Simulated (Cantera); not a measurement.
Feed: 1 mol SiCl4, 0.13 mol HCl, a varied amount of H2, held at 1423.15 K and 2300 Pa.

Cantera equilibrium calculation (NASA polynomials, part measured and part estimated; ideal gas, pure solids and liquids). Candidate condensed phases: Si; 19 gas species. Equilibrium is a limit: real reactors are often held back by kinetics, nucleation or transport.

**Question.** What share of the Si ends up in condensed phases as a function of n(H2) (mol), at 16, 20, 24, 29, 36, 44, 53, 65, 79, 97, 120?

**Answer.** 
| n(H2) (mol) | Si condensed (%) | as |
|---|---|---|
| 16 | 3.4 | Si(s) |
| 20 | 11.0 | Si(s) |
| 24 | 17.3 | Si(s) |
| 29 | 24.0 | Si(s) |
| 36 | 31.7 | Si(s) |
| 44 | 38.6 | Si(s) |
| 53 | 44.8 | Si(s) |
| 65 | 51.4 | Si(s) |
| 79 | 57.2 | Si(s) |
| 97 | 62.9 | Si(s) |
| 120 | 68.2 | Si(s) |
